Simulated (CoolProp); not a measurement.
Vapour-liquid equilibrium of propane (1) + R134a (2) at 314.8 K; x and y are mole fractions of (1).

The numbers come from the multi-fluid Helmholtz-energy mixture model, Lemmon 2009 and Tillner-Roth 1994; pair parameters Bell 2016 in CoolProp.

```csv
x,"bubble pressure, mixture model (MPa)","bubble pressure, Raoult's law (MPa)","y, mixture model","y, Raoult's law"
0.05,(withheld),1.080,0.143,0.066
0.2,1.537,1.134,(withheld),0.251
0.35,1.693,1.188,0.474,0.419
0.5,(withheld),1.242,(withheld),0.572
0.65,1.776,1.296,(withheld),0.713
0.8,(withheld),1.350,(withheld),0.843
0.95,(withheld),1.404,0.904,0.962
```

Q: Fill in the missing entries.

A: 
- 0.05, bubble pressure, mixture model (MPa): 1.223
- 0.2, y, mixture model: 0.364
- 0.5, bubble pressure, mixture model (MPa): 1.764
- 0.5, y, mixture model: 0.553
- 0.65, y, mixture model: 0.631
- 0.8, bubble pressure, mixture model (MPa): 1.718
- 0.8, y, mixture model: 0.731
- 0.95, bubble pressure, mixture model (MPa): 1.532

The largest gap from Raoult's law is +42.5 % in bubble pressure, at x = 0.35. y crosses x between x = 0.5 and 0.65: the model has an azeotrope there.

The pair parameters rest on a limited set of measurements; away from them the model extrapolates.
